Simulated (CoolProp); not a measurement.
Saturation properties of water (Tc = 647.1 K, pc = 22.06 MPa, ω = 0.344).

Computed with CoolProp (reference Helmholtz-energy equation of state, Wagner 2002).

```json
[
 {"T (K)": "464.4", "p (MPa)": "1.290", "enthalpy of vaporisation (kJ/kg)": "1973", "liquid cp (kJ/(kg K))": "4.453", "surface tension (mN/m)": "39.5", "vapour viscosity (µPa s)": "15.4", "liquid conductivity (mW/(m K))": "665"},
 {"T (K)": "475.1", "p (MPa)": "1.619", "enthalpy of vaporisation (kJ/kg)": "1932", "liquid cp (kJ/(kg K))": "4.506", "surface tension (mN/m)": "37.0", "vapour viscosity (µPa s)": "15.7", "liquid conductivity (mW/(m K))": "659"},
 {"T (K)": "485.7", "p (MPa)": "2.007", "enthalpy of vaporisation (kJ/kg)": "1889", "liquid cp (kJ/(kg K))": "4.567", "surface tension (mN/m)": "34.6", "vapour viscosity (µPa s)": "16.1", "liquid conductivity (mW/(m K))": "651"},
 {"T (K)": "496.4", "p (MPa)": "2.467", "enthalpy of vaporisation (kJ/kg)": "1843", "liquid cp (kJ/(kg K))": "4.637", "surface tension (mN/m)": "32.1", "vapour viscosity (µPa s)": "16.5", "liquid conductivity (mW/(m K))": "643"},
 {"T (K)": "507", "p (MPa)": "3.000", "enthalpy of vaporisation (kJ/kg)": "1795", "liquid cp (kJ/(kg K))": "4.719", "surface tension (mN/m)": "29.6", "vapour viscosity (µPa s)": "16.8", "liquid conductivity (mW/(m K))": "633"},
 {"T (K)": "517.7", "p (MPa)": "3.623", "enthalpy of vaporisation (kJ/kg)": "1743", "liquid cp (kJ/(kg K))": "4.815", "surface tension (mN/m)": "27.1", "vapour viscosity (µPa s)": "17.2", "liquid conductivity (mW/(m K))": "623"},
 {"T (K)": "528.4", "p (MPa)": "4.341", "enthalpy of vaporisation (kJ/kg)": "1688", "liquid cp (kJ/(kg K))": "4.928", "surface tension (mN/m)": "24.6", "vapour viscosity (µPa s)": "17.6", "liquid conductivity (mW/(m K))": "611"},
 {"T (K)": "539", "p (MPa)": "5.155", "enthalpy of vaporisation (kJ/kg)": "1629", "liquid cp (kJ/(kg K))": "5.063", "surface tension (mN/m)": "22.1", "vapour viscosity (µPa s)": "18.0", "liquid conductivity (mW/(m K))": "599"},
 {"T (K)": "549.7", "p (MPa)": "6.089", "enthalpy of vaporisation (kJ/kg)": "1565", "liquid cp (kJ/(kg K))": "5.228", "surface tension (mN/m)": "19.6", "vapour viscosity (µPa s)": "18.5", "liquid conductivity (mW/(m K))": "586"},
 {"T (K)": "560.3", "p (MPa)": "7.138", "enthalpy of vaporisation (kJ/kg)": "1496", "liquid cp (kJ/(kg K))": "5.430", "surface tension (mN/m)": "17.2", "vapour viscosity (µPa s)": "19.0", "liquid conductivity (mW/(m K))": "571"},
 {"T (K)": "571", "p (MPa)": "8.331", "enthalpy of vaporisation (kJ/kg)": "1421", "liquid cp (kJ/(kg K))": "5.690", "surface tension (mN/m)": "14.7", "vapour viscosity (µPa s)": "19.5", "liquid conductivity (mW/(m K))": "556"},
 {"T (K)": "581.6", "p (MPa)": "9.658", "enthalpy of vaporisation (kJ/kg)": "1338", "liquid cp (kJ/(kg K))": "6.027", "surface tension (mN/m)": "12.3", "vapour viscosity (µPa s)": "20.0", "liquid conductivity (mW/(m K))": "539"},
 {"T (K)": "592.3", "p (MPa)": "11.16", "enthalpy of vaporisation (kJ/kg)": "1246", "liquid cp (kJ/(kg K))": "6.493", "surface tension (mN/m)": "9.95", "vapour viscosity (µPa s)": "20.7", "liquid conductivity (mW/(m K))": "522"},
 {"T (K)": "603", "p (MPa)": "12.83", "enthalpy of vaporisation (kJ/kg)": "1142", "liquid cp (kJ/(kg K))": "7.175", "surface tension (mN/m)": "7.67", "vapour viscosity (µPa s)": "21.5", "liquid conductivity (mW/(m K))": "502"},
 {"T (K)": "613.6", "p (MPa)": "14.68", "enthalpy of vaporisation (kJ/kg)": "1022", "liquid cp (kJ/(kg K))": "8.268", "surface tension (mN/m)": "5.50", "vapour viscosity (µPa s)": "22.5", "liquid conductivity (mW/(m K))": "481"}
]
```

It boils at 373.1 K under 1 atm.

Viscosity comes from a separate model (Huber 2009). Thermal conductivity comes from a separate model (Huber 2012). Surface tension comes from a separate correlation (Mulero 2012).
